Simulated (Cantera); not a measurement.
A perfectly stirred reactor is fed with CO : H₂ : O₂ : N₂ : H₂O = 1 : 0.066 : 0.381 : 1.43 : 0.22 (molar parts), at 750 Torr; it is adiabatic with a 425 K inlet, and is followed from long to short residence time, starting on the burning branch (τ in s: 0.082, 0.034, 0.014, 0.0056, 0.0023, 0.00092, 0.00038, 0.00015, 6.2e-05, 2.5e-05, 1e-05, 4.2e-06).

Computed with Cantera and GRI-Mech 3.0 (53 species, 325 reactions).

Q: Predict: blow-out, bracketed by the residence times tried; x(CO) at τ = 82.0 ms; x(H₂) at τ = 82.0 ms; x(O₂) at τ = 82.0 ms; x(N₂O) at τ = 82.0 ms; x(O) at τ = 82.0 ms; x(CO) at τ = 0.380 ms; x(H₂) at τ = 0.380 ms; x(O₂) at τ = 0.380 ms; x(N₂O) at τ = 0.380 ms; x(O) at τ = 0.380 ms.

A: 
```
Property                                                                        Value
------------------------------------------------  -----------------------------------
blow-out, bracketed by the residence times tried  burning at 0.150 ms, out at 62.0 µs
x(CO) at τ = 82.0 ms                                                            0.111
x(H₂) at τ = 82.0 ms                                                          0.00738
x(O₂) at τ = 82.0 ms                                                          0.00235
x(N₂O) at τ = 82.0 ms                                                         5.15e-8
x(O) at τ = 82.0 ms                                                          0.000424
x(CO) at τ = 0.380 ms                                                           0.147
x(H₂) at τ = 0.380 ms                                                          0.0122
x(O₂) at τ = 0.380 ms                                                          0.0247
x(N₂O) at τ = 0.380 ms                                                        7.36e-8
x(O) at τ = 0.380 ms                                                          0.00849
```
